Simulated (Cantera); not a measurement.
A closed system holds: 1 mol C2F6, 0.034 mol H2, at 0.100 bar.

Equilibrium computed with Cantera from the NASA thermochemical tables; the gas is ideal and each condensed phase is pure. Candidate condensed phases: C, C6H6, C7H8, C8H18; 95 gas species. The feed counts by its element totals alone. Condensed phases not in the tables: fluorocarbon polymer. Gases not in the tables: C2F6 and larger saturated fluorocarbons. Equilibrium is a limit: real reactors are often held back by kinetics, nucleation or transport. All values below are at 825 K.

Base state: CF4 0.956, HF 0.0438 (mole fractions); condensed: C(graphite).

Q: What changes in the equilibrium state with this change: H2 from 0.034 to 7.7 mol?

A: 
```csv
species,before,after
HF,0.0438,0.569
H2,<1e-9,0.415
CH4,<1e-9,0.0156
CF4,0.956,<1e-9
"C(graphite), mol",0.517,1.84
```
